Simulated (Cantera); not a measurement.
Charge: 1 mol Cu2O, 1.5 mol CO, 1.6 mol H2, held at 2025 °C and 2500 Pa.

These are equilibrium values from Cantera (NASA tables, ideal gas, pure condensed phases), not measurements of a reactor. Candidate condensed phases: C, C6H6, C7H8, C8H18, Cu, CuO, Cu(OH)2, Cu2O, H2O; 113 gas species. Rates play no part.

Base state: Cu 0.385, CO 0.247, H2 0.150, H2O 0.146, CO2 0.0430, H 0.0235, OH 0.00368, Cu2 0.000769 (mole fractions); condensed: gas only.

Question: What changes in the equilibrium state with this change: temperature from 2025 °C to 1850 °C?

Answer: 
```tsv
species	before	after
Cu	0.385	0.387
CO	0.247	0.247
H2	0.150	0.159
H	0.0235	0.00905
CO2	0.0430	0.0459
H2O	0.146	0.148
O2	0.000160	1.67e-5
O	0.000393	4.21e-5
```
